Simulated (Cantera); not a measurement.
Thermodynamics of silicon carbide growth, feed CH3SiCl3 + C3H8 + H2

Input: 1 mol CH3SiCl3, 0.0057 mol C3H8, 6 mol H2, equilibrated at 2173 K.

Equilibrium computed with Cantera from the NASA thermochemical tables; the gas is ideal and each condensed phase is pure. Candidate condensed phases: C, C6H6, C7H8, C8H18, Si, SiC; 109 gas species. The feed counts by its element totals alone. The tables' values for SiCl, SiCl3 are old estimates; treat these amounts as uncertain. Gases not in the tables: Si2H6 and higher silanes. Rates play no part.

| P (Pa) | x H2 | x HCl | x H | x Cl | x Si | x SiCl2 | n C(graphite) | n SiC(s) |
|---|---|---|---|---|---|---|---|---|
| 100 | 0.572 | 0.225 | 0.115 | 0.0331 | 0.0279 | 0.0173 | 0.481 | 0.446 |
| 240 | 0.616 | 0.247 | 0.0773 | 0.0226 | 0.0116 | 0.0194 | 0.313 | 0.652 |
| 560 | 0.643 | 0.261 | 0.0517 | 0.0153 | 0.00499 | 0.0207 | 0.248 | 0.732 |
| 1300 | 0.659 | 0.269 | 0.0344 | 0.0102 | 0.00215 | 0.0215 | 0.221 | 0.764 |
| 3200 | 0.671 | 0.275 | 0.0221 | 0.00662 | 0.000873 | 0.0221 | 0.209 | 0.779 |
| 7500 | 0.677 | 0.279 | 0.0145 | 0.00435 | 0.000372 | 0.0224 | 0.205 | 0.784 |
| 18000 | 0.682 | 0.281 | 0.00939 | 0.00282 | 0.000155 | 0.0226 | 0.203 | 0.786 |
| 42000 | 0.685 | 0.282 | 0.00616 | 0.00185 | 6.65e-5 | 0.0227 | 0.203 | 0.785 |
| 100000 | 0.687 | 0.282 | 0.00400 | 0.00120 | 2.79e-5 | 0.0226 | 0.205 | 0.784 |
x: gas mole fraction; n: condensed amount in mol.

From 0.00100 bar to 1.00 bar the condensed part is C(graphite) + SiC(s). The main Si-bearing gas is Si at 0.00100 bar and SiCl2 at 1.00 bar. The share of Si in condensed phases is highest at 0.180 bar (78.6 %) and lowest at 0.00100 bar (44.6 %).
